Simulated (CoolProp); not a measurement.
A Linde-Hampson liquefier for normal hydrogen: isothermal reversible compression at 300 K from 1 atm to 20 MPa, throttling to 1 atm, return gas leaving the recuperator 0 K below the feed. Each further row changes one setting.

Values from CoolProp's reference Helmholtz-energy equation of state, Leachman 2009.

| case | compression work (kJ/kg of gas) |
|---|---|
| as stated | 6690 |
| high pressure 40 MPa | 7700 |
| warm-end temperature 330 K | 7340 |
| warm-end gap 5 K | 6690 |
